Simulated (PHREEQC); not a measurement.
A solution holds 0.00094 mol/kgw H2SO4, 0.015 mol/kgw NaCl and 0.05 mol/kgw NaHS, at 20 °C. Closed to the air; pH follows from the charge balance.

Computed with PHREEQC (ion-association model, wateq4f.dat).

No solid was allowed to form.

What pH, ionic strength does the model give?

pH 8.31; ionic strength 0.0657 mol/kgw.

In which forms is S present?

HS- 94 %, H2S 3.7 %, SO4-2 1.6 % of the S.

Complexes and solids missing from the database can't appear. The polysulfide entries of wateq4f.dat were taken out for this run.
